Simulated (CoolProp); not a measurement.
Vapour-liquid equilibrium of R22 (1) + R113 (2) at 6.17 bar; x and y are mole fractions of (1).

The numbers come from the multi-fluid Helmholtz-energy mixture model, Kamei 1995 and Marx 1992; pair parameters Bell 2016 in CoolProp.

Problem. Give the bubble temperature and the first vapour's composition at x = 0.25, 0.35, 0.55. Is there an azeotrope?

Solution. x = 0.25: 53.0 °C, y = 0.825; x = 0.35: 40.1 °C, y = 0.897; x = 0.55: 24.7 °C, y = 0.955. No azeotrope shows between x = 0.05 and 0.95.

The pair parameters rest on a limited set of measurements; away from them the model extrapolates. The gap from Raoult's law changes sign with composition, which may be real or a fault of the pair parameters; it wasn't checked against measurements.
